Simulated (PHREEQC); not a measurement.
**Brackish or sea water: speciation**

Model water analysis in mmol/kgw, 92 °C, pH 6.26:

| constituent | mmol/kgw |
|---|---|
| Na | 103 |
| K | 5.06 |
| Ca | 0.95 |
| Mg | 1.59 |
| Cl | 70.1 |
| S(6) | 19.7 |
| Alkalinity (meq/kgw) | 3.59 |

Valence states are taken as typed.

Computed with PHREEQC (Pitzer model, pitzer.dat).

Each row changes one thing in this solution. Precipitation was switched off in this run.

```json
[
 {"case": "as made", "ionic strength (mol/kgw)": "0.135", "HSO4- (mol/kgw)": "2.62e-6", "CO3-2 (mol/kgw)": "1.37e-6", "MgCO3 (mol/kgw)": "2.75e-7", "MgOH+ (mol/kgw)": "1.47e-7"},
 {"case": "temperature from 92 to 80 °C at the same typed pH", "ionic strength (mol/kgw)": "0.135", "HSO4- (mol/kgw)": "1.83e-6", "CO3-2 (mol/kgw)": "1.39e-6", "MgCO3 (mol/kgw)": "?", "MgOH+ (mol/kgw)": "7.57e-8"},
 {"case": "Ca from 0.95 to 1.9 mmol/kgw", "ionic strength (mol/kgw)": "0.137", "HSO4- (mol/kgw)": "?", "CO3-2 (mol/kgw)": "1.39e-6", "MgCO3 (mol/kgw)": "2.76e-7", "MgOH+ (mol/kgw)": "1.47e-7"},
 {"case": "K from 5.06 to 2.53 mmol/kgw", "ionic strength (mol/kgw)": "0.134", "HSO4- (mol/kgw)": "?", "CO3-2 (mol/kgw)": "1.37e-6", "MgCO3 (mol/kgw)": "2.77e-7", "MgOH+ (mol/kgw)": "1.47e-7"}
]
```

Problem. Some entries are withheld; supply them.

Solution. 
- temperature from 92 to 80 °C at the same typed pH, MgCO3 (mol/kgw): 2.57e-7
- Ca from 0.95 to 1.9 mmol/kgw, HSO4- (mol/kgw): 2.57e-6
- K from 5.06 to 2.53 mmol/kgw, HSO4- (mol/kgw): 2.63e-6

Species that the database lacks are ignored. Constants without temperature data keep their 25 °C values here.
